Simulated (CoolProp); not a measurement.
2000 sccm (0 °C, 1 atm) of nitrogen bubbles through liquid dimethyl carbonate at 304 K and leaves saturated at a total pressure of 0.15 MPa (ideal gas phase). Each further row changes one setting.

Computed with CoolProp (reference Helmholtz-energy equation of state, Zhou 2011).

| case | vapour pressure (kPa) | mole fraction of vapour | delivery (mg/min) | delivery (sccm) | change of delivery for a bath 1 K warmer (%) |
|---|---|---|---|---|---|
| as stated | 9.74 | 0.0649 | 558 | 139 | 5.4 |
| bath temperature 309 K | 12.4 | 0.0825 | 723 | 180 | 5.3 |
| total pressure 0.3 MPa | 9.74 | 0.0325 | 270 | 67.1 | 5.2 |
